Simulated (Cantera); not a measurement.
Input (Python, Cantera):

```python
import numpy as np
import cantera as ct

gas = ct.Solution("gri30.yaml")
gas.TPX = 1050, 110000, {'CO': 1, 'H2': 0.18, 'O2': 0.776, 'N2': 2.92}
reactor = ct.IdealGasConstPressureReactor(gas, energy="on", clone=False)
net = ct.ReactorNet([reactor])
net.rtol, net.atol = 1e-08, 1e-16
show = ['CO', 'H2', 'O2', 'NO2', 'NO']
times = np.geomspace(4e-06, 0.2, 10)

steps = ct.SolutionArray(gas, extra=["t"])
rows = []
print(f"{'t/s':>10s}{'T/K':>9s}{'P/Pa':>11s}" + "".join(f"{s:>11s}" for s in show))
for t in times:
    while net.time < t:
        t_next = net.step()
        steps.append(gas.state, t=t_next)
    rows.append([np.interp(t, steps.t, y) for y in (steps.T, steps.P, *steps(*show).X.T)])
    print(f"{t:10.3e}{rows[-1][0]:9.1f}{rows[-1][1]:11.4g}" + "".join(f"{x:11.3e}" for x in rows[-1][2:]))
rate = np.gradient(steps.T, steps.t)
print("integrator steps:", len(steps.t))
if steps.T.max() > steps.T[0] + 200:
    print(f"time of steepest temperature rise: {steps.t[rate.argmax()]:.4e} s")
gas.TPX = 1050, 110000, {'CO': 1, 'H2': 0.18, 'O2': 0.776, 'N2': 2.92}
gas.equilibrate("HP")
print(f"equilibrium (HP): T = {gas.T:.1f} K  " + "  ".join(f"{s} {gas[s].X[0]:.3e}" for s in show))
```

Result:

```
       t/s      T/K       P/Pa         CO         H2         O2        NO2         NO
 4.000e-06   1050.0    1.1e+05  2.051e-01  3.692e-02  1.591e-01  9.547e-31  2.363e-22
 1.331e-05   1050.0    1.1e+05  2.051e-01  3.692e-02  1.591e-01  4.549e-28  5.438e-21
 4.429e-05   1050.0    1.1e+05  2.051e-01  3.692e-02  1.591e-01  3.672e-24  8.866e-19
 1.474e-04   1050.2    1.1e+05  2.051e-01  3.688e-02  1.591e-01  1.138e-15  3.650e-13
 4.903e-04   2216.1    1.1e+05  6.986e-02  2.519e-03  6.954e-02  4.317e-08  1.227e-04
 1.632e-03   2528.0    1.1e+05  4.052e-02  1.217e-03  5.846e-02  5.847e-07  1.280e-03
 5.429e-03   2550.5    1.1e+05  3.726e-02  1.107e-03  5.543e-02  2.270e-06  5.002e-03
 1.806e-02   2544.1    1.1e+05  3.693e-02  1.102e-03  5.286e-02  4.521e-06  1.013e-02
 6.011e-02   2542.6    1.1e+05  3.685e-02  1.101e-03  5.227e-02  5.036e-06  1.133e-02
 2.000e-01   2542.6    1.1e+05  3.685e-02  1.101e-03  5.226e-02  5.038e-06  1.134e-02
integrator steps: 1620
time of steepest temperature rise: 2.4982e-04 s
equilibrium (HP): T = 2542.6 K  CO 3.685e-02  H2 1.101e-03  O2 5.226e-02  NO2 5.038e-06  NO 1.134e-02
```

Model: GRI-Mech 3.0 (53 species, 325 reactions), integrated in Cantera.
